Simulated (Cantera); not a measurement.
An adiabatic, constant-volume homogeneous reactor starts with CH4 : O2 : N2 : H2O = 1 : 5.56 : 20.9 : 2.6 (molar parts), equivalence ratio 0.36, at 1425 K and 0.900 bar. Integrator tolerance rtol = 1e-08.

Model: GRI-Mech 3.0 (53 species, 325 reactions), integrated in Cantera.

### Question
What does this change do: pressure from 0.900 bar to 16.0 bar?

### Answer
| quantity | before | after |
|---|---|---|
| time of steepest temperature rise | 2.12 ms | 0.192 ms |
| temperature at 0.400 s | 2229 K | 2252 K |
| equilibrium temperature | 2228 K | 2252 K |
| x(CH4) at 0.400 s | <1e-12 (gas-phase equilibrium <1e-12) | <1e-12 (gas-phase equilibrium <1e-12) |
| x(O2) at 0.400 s | 0.112 (gas-phase equilibrium 0.112) | 0.113 (gas-phase equilibrium 0.113) |
| x(H2O) at 0.400 s | 0.149 (gas-phase equilibrium 0.149) | 0.151 (gas-phase equilibrium 0.151) |
| x(CH3) at 0.400 s | <1e-12 (gas-phase equilibrium <1e-12) | <1e-12 (gas-phase equilibrium <1e-12) |
| x(HCO) at 0.400 s | 2.42e-11 (gas-phase equilibrium 2.39e-11) | 1.62e-11 (gas-phase equilibrium 1.62e-11) |
The pressure lies above the range GRI-Mech 3.0 was tuned for (to about 10 atm).
